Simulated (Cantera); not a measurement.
Input: 1 mol S, 0.047 mol H₂O, 5.5 mol O₂, equilibrated at 227 °C and 0.500 bar.

Method: chemical equilibrium by Gibbs-energy minimisation in Cantera with the NASA 1993 tables (ideal gas, pure condensed phases). Candidate condensed phases: H₂O, H₂SO₄, S; 19 gas species. Kinetics and transport are ignored.

### Question
What is the equilibrium state?

### Answer
x(O₂): 0.800
x(SO₃): 0.191
x(H₂SO₄): 0.00912
x(H₂O): 0.000273
x(SO₂): 1.17e-6
gas amount: 5.001 mol
log10 activity of H₂SO₄(l) (absent): -1.17
log10 activity of S(l) (absent): -37.26
